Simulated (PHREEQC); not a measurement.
# Spent oxide etchant

Make-up at 25 °C: 64 mmol/kgw HF, 5.4 mmol/kgw H2SiF6 and 170 mmol/kgw HBF4. Closed to the air; pH follows from the charge balance.

Equilibrium calculation in PHREEQC: ion-association model, phreeqc.dat.

Each row changes one thing in this solution. No solid was allowed to form.

```json
[
 {"case": "as made", "pH": "0.84", "ionic strength (mol/kgw)": "0.187", "HF (mol/kgw)": "0.0644", "F- (mol/kgw)": "0.000434", "HF2- (mol/kgw)": "0.000106", "H4SiO4 (mol/kgw)": "2.63e-9", "SI of Quartz (SiO2)": "-4.57"},
 {"case": "HBF4 left out", "pH": "1.88", "ionic strength (mol/kgw)": "0.0204", "HF (mol/kgw)": "0.0590", "F- (mol/kgw)": "0.00343", "HF2- (mol/kgw)": "0.000776", "H4SiO4 (mol/kgw)": "9.54e-11", "SI of Quartz (SiO2)": "-6.04"},
 {"case": "H2SiF6 from 0.0054 to 0.00108 mol/kgw", "pH": "0.86", "ionic strength (mol/kgw)": "0.174", "HF (mol/kgw)": "0.0644", "F- (mol/kgw)": "0.000449", "HF2- (mol/kgw)": "0.000110", "H4SiO4 (mol/kgw)": "5.04e-10", "SI of Quartz (SiO2)": "[?]"},
 {"case": "temperature from 25 to 30 °C", "pH": "0.84", "ionic strength (mol/kgw)": "0.187", "HF (mol/kgw)": "0.0646", "F- (mol/kgw)": "0.000399", "HF2- (mol/kgw)": "0.000102", "H4SiO4 (mol/kgw)": "6.92e-9", "SI of Quartz (SiO2)": "-4.23"},
 {"case": "temperature from 25 to 55 °C", "pH": "0.84", "ionic strength (mol/kgw)": "0.186", "HF (mol/kgw)": "[?]", "F- (mol/kgw)": "0.000261", "HF2- (mol/kgw)": "7.51e-5", "H4SiO4 (mol/kgw)": "7.56e-7", "SI of Quartz (SiO2)": "-2.52"},
 {"case": "temperature from 25 to 75 °C", "pH": "0.85", "ionic strength (mol/kgw)": "0.185", "HF (mol/kgw)": "0.0711", "F- (mol/kgw)": "0.000190", "HF2- (mol/kgw)": "5.82e-5", "H4SiO4 (mol/kgw)": "2.27e-5", "SI of Quartz (SiO2)": "[?]"},
 {"case": "diluted 5-fold with water", "pH": "1.50", "ionic strength (mol/kgw)": "0.0372", "HF (mol/kgw)": "0.0150", "F- (mol/kgw)": "[?]", "HF2- (mol/kgw)": "[?]", "H4SiO4 (mol/kgw)": "3.26e-7", "SI of Quartz (SiO2)": "-2.50"}
]
```

What belongs in the gaps?


- H2SiF6 from 0.0054 to 0.00108 mol/kgw, SI of Quartz (SiO2): -5.29
- temperature from 25 to 55 °C, HF (mol/kgw): 0.0664
- temperature from 25 to 75 °C, SI of Quartz (SiO2): -1.27
- diluted 5-fold with water, F- (mol/kgw): 0.000389
- diluted 5-fold with water, HF2- (mol/kgw): 2.24e-5

Species that the database lacks are ignored. At this temperature some constants are extrapolated from 25 °C, and those without enthalpy data are left unchanged. SiF6-2 is the database's only silicon fluoride. Real BF4- forms and hydrolyses slowly; the run takes it at equilibrium.
